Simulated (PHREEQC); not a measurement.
Solution A (0.076 mol/kgw NH3, 4.5e-05 mol/kgw CO2 and 0.0001 mol/kgw K3PO4) is mixed with solution B (90 mmol/kgw H2SO4) at 25 °C; shares are by mass of water, 1 kg in all. Oxygen alone is held at its pressure in air (log pO2 = -0.68). No CO2 enters from the air. Nothing may precipitate in this run.

Equilibrium calculation in PHREEQC: ion-association model, wateq4f.dat.

```
share of solution B     pH  HPO4-2 (mol/kgw)  CO3-2 (mol/kgw)  HSO4- (mol/kgw)  HCO3- (mol/kgw)  CO2 (mol/kgw)  H2PO4- (mol/kgw)
-------------------  -----  ----------------  ---------------  ---------------  ---------------  -------------  ----------------
0                    11.06           9.39e-5          3.87e-5                0          6.28e-6       1.18e-10           1.15e-8
0.05                 10.15           9.38e-5          2.06e-5         2.05e-11          2.22e-5        3.15e-9           7.60e-8
0.1                   9.78           8.93e-5          1.23e-5         8.29e-11          2.81e-5        9.02e-9           1.52e-7
0.15                  9.50           8.44e-5          7.49e-6         2.15e-10          3.07e-5        1.85e-8           2.58e-7
0.2                   9.20           7.94e-5          4.17e-6         5.16e-10          3.18e-5        3.67e-8           4.50e-7
0.25                  8.81           7.39e-5          1.74e-6          1.51e-9          3.19e-5        9.09e-8           1.01e-6
0.3                   3.54           2.79e-8         1.84e-14         0.000313          6.05e-8        3.14e-5           6.77e-5
0.35                  2.22          7.58e-10                0          0.00623          2.70e-9        2.92e-5           3.81e-5
0.4                   1.92          2.53e-10                0           0.0119          1.26e-9        2.70e-5           2.50e-5
0.45                  1.74          1.20e-10                0           0.0173         7.69e-10        2.47e-5           1.77e-5
0.5                   1.61          6.70e-11                0           0.0226         5.23e-10        2.25e-5           1.31e-5
0.55                  1.51          4.08e-11                0           0.0278         3.75e-10        2.02e-5           9.95e-6
0.6                   1.43          2.63e-11                0           0.0328         2.78e-10        1.80e-5           7.64e-6
0.65                  1.36          1.74e-11                0           0.0378         2.08e-10        1.57e-5           5.89e-6
0.7                   1.30          1.18e-11                0           0.0428         1.56e-10        1.35e-5           4.51e-6
0.75                  1.25          7.94e-12                0           0.0476         1.16e-10        1.13e-5           3.40e-6
0.8                   1.20          5.26e-12                0           0.0525         8.34e-11        9.00e-6           2.48e-6
0.85                  1.16          3.33e-12                0           0.0573         5.69e-11        6.75e-6           1.72e-6
0.9                   1.12          1.90e-12                0           0.0621         3.49e-11        4.50e-6           1.06e-6
0.95                  1.09          8.25e-13                0           0.0668         1.61e-11        2.25e-6           4.95e-7
1                     1.05                 0                0           0.0716                0              0                 0
```

Species that the database lacks are ignored. H3PO4, which wateq4f.dat lacks, is added to it with the constant of phreeqc.dat.
